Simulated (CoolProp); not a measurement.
Vapour-liquid equilibrium of dimethyl ether (1) + methanol (2) at 340.5 K; x and y are mole fractions of (1).

Values from CoolProp's multi-fluid Helmholtz-energy mixture model, Wu 2011 and de Reuck 1993; pair parameters Bell 2016.

| x | bubble pressure, mixture model (kPa) | bubble pressure, Raoult's law (kPa) | y, mixture model | y, Raoult's law |
|---|---|---|---|---|
| 0.05 | 257.6 | 193.0 | 0.567 | 0.442 |
| 0.125 | ___ | 312.5 | ___ | 0.683 |
| 0.2 | 619.4 | 431.9 | 0.830 | 0.790 |
| 0.275 | 761.7 | 551.4 | 0.866 | 0.851 |
| 0.35 | 882.4 | 670.9 | ___ | 0.890 |
| 0.425 | 985.9 | 790.4 | 0.904 | 0.918 |
| 0.5 | 1077 | 909.9 | 0.917 | 0.938 |
| 0.575 | 1161 | 1029 | 0.927 | 0.953 |
| 0.65 | 1242 | 1149 | 0.937 | 0.965 |
| 0.725 | 1325 | 1268 | 0.947 | 0.975 |
| 0.8 | 1413 | 1388 | ___ | 0.984 |
| 0.875 | 1511 | 1507 | 0.972 | 0.991 |
| 0.95 | ___ | 1627 | 0.987 | 0.997 |

### Question
Some entries are withheld; supply them.

### Answer

- 0.125, bubble pressure, mixture model (kPa): 452.1
- 0.125, y, mixture model: 0.760
- 0.35, y, mixture model: 0.889
- 0.8, y, mixture model: 0.959
- 0.95, bubble pressure, mixture model (kPa): 1623

The largest gap from Raoult's law is +44.7 % in bubble pressure, at x = 0.125. No azeotrope shows between x = 0.05 and 0.95.

Pair parameters are fitted to limited data, so mixtures are less certain than the pure fluids.
